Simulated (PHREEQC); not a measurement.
Make-up at 70 °C: 0.01 mol HF, 0.027 mol NaF and 0.078 mol H3PO4 per kg of water. Closed to the air; pH follows from the charge balance.

Computed with PHREEQC (ion-association model, phreeqc.dat).

| quantity | before | after |
|---|---|---|
| pH | 2.16 | 2.60 |
| ionic strength (mol/kgw) | 0.0351 | 0.00544 |
| H3PO4 (mol/kgw) | 0.0449 | 0.00276 |
| HF (mol/kgw) | 0.0348 | 0.00329 |
| H2PO4- (mol/kgw) | 0.0331 | 0.00504 |
| F- (mol/kgw) | 0.00170 | 0.000394 |

Task: What was changed between the two runs?
A. diluted 10-fold with water
B. NaF from 0.027 to 0.135 mol/kgw
C. HF from 0.01 to 0.002 mol/kgw
D. NaF left out
E. NaF from 0.027 to 0.27 mol/kgw

Result: A, diluted 10-fold with water

No solid was allowed to form. Away from 25 °C the constants follow the database's enthalpies or fits; those with neither stay at their 25 °C values.
